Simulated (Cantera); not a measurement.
An adiabatic, constant-pressure homogeneous reactor starts with CH₄ : O₂ : N₂ = 1 : 2.7 : 10.6 (molar parts), equivalence ratio 0.74, at 1350 K and 1.80 bar.

Model: GRI-Mech 3.0 (53 species, 325 reactions), integrated in Cantera.

x: mole fraction; the columns are a selection and need not sum to one.

| t (s) | T (K) | x CH₄ | x O₂ | x OH | x C₂H₆ | x CH₂CO |
|---|---|---|---|---|---|---|
| 7.00e-6 | 1350 | 0.0699 | 0.189 | 4.50e-10 | 2.09e-12 | <1e-12 |
| 1.95e-5 | 1350 | 0.0699 | 0.189 | 9.94e-10 | 5.00e-11 | <1e-12 |
| 5.45e-5 | 1350 | 0.0699 | 0.189 | 3.07e-9 | 1.38e-9 | <1e-12 |
| 0.000152 | 1350 | 0.0699 | 0.189 | 1.20e-8 | 5.69e-8 | <1e-12 |
| 0.000424 | 1350 | 0.0699 | 0.189 | 5.29e-8 | 3.71e-6 | 8.07e-11 |
| 0.00118 | 1352 | 0.0695 | 0.189 | [?] | [?] | [?] |
| 0.00330 | 1407 | 0.0598 | 0.181 | 6.88e-6 | 0.00127 | 3.27e-5 |
| 0.00921 | 2567 | <1e-12 | 0.0472 | 0.0119 | <1e-12 | <1e-12 |
| 0.0257 | 2562 | <1e-12 | 0.0455 | 0.0117 | <1e-12 | <1e-12 |
| 0.0717 | 2562 | <1e-12 | 0.0455 | 0.0117 | <1e-12 | <1e-12 |
| 0.200 | 2562 | <1e-12 | 0.0455 | 0.0117 | <1e-12 | <1e-12 |

Question: Some entries are withheld; supply them.

Answer: 
- 0.00118, x OH: 1.56e-7
- 0.00118, x C₂H₆: 8.00e-5
- 0.00118, x CH₂CO: 2.22e-8
